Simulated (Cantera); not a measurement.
A closed system holds: 1 mol NF3, 0.0057 mol SO2, at 0.220 bar.

Method: chemical equilibrium by Gibbs-energy minimisation in Cantera with the NASA 1993 tables (ideal gas, pure condensed phases). Candidate condensed phases: S; 63 gas species. Ions and electrons are included (thermal ionisation). The tables' values for SOF2, SF3 are old estimates; treat these amounts as uncertain. Equilibrium is a limit: real reactors are often held back by kinetics, nucleation or transport.

log p: log10 of the partial pressure in bar; nothing condenses.

```
T (°C)  log p F  log p N2  log p N  log p O
------  -------  --------  -------  -------
1727      -0.73     -1.50    -9.80    -4.99
1977      -0.73     -1.50    -8.40    -4.33
2227      -0.73     -1.50    -7.29    -3.85
2477      -0.73     -1.50    -6.37    -3.51
2727      -0.73     -1.51        …        …
2977      -0.73     -1.51    -4.96    -3.22
3227      -0.73     -1.51    -4.41    -3.18
3477      -0.73     -1.51    -3.93    -3.17
3727      -0.73     -1.51    -3.50    -3.16
3977      -0.73     -1.51        …    -3.16
4227      -0.73     -1.52    -2.80    -3.16
4477      -0.73     -1.53    -2.51    -3.16
4727      -0.73     -1.55    -2.26    -3.16
```

Problem. Complete the blanks.

Solution. 
- 2727, log p N: -5.61
- 2727, log p O: -3.30
- 3977, log p N: -3.13
